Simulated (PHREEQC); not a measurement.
A solution holds 0.075 mol CdCl2 and 0.00017 mol NaCl per kg of water, at 25 °C. Closed to the air; pH follows from the charge balance.

Equilibrium calculation in PHREEQC: ion-association model, phreeqc.dat.

Precipitation was switched off in this run.

Order these Cl species by the share of Cl that they hold, largest first: CdCl2, CdCl+, CdCl3-, Cl-.

Cl- (54 %), CdCl+ (32 %), CdCl2 (13 %), CdCl3- (0.99 %)

Order these Cd species by the share of Cd that they hold, largest first: Cd+2, CdCl2, CdCl+, CdCl3-.

CdCl+ (64 %), Cd+2 (22 %), CdCl2 (13 %), CdCl3- (0.66 %)

The pH is 5.44 and the ionic strength 0.0988 mol/kgw. Complexes and solids missing from the database can't appear.
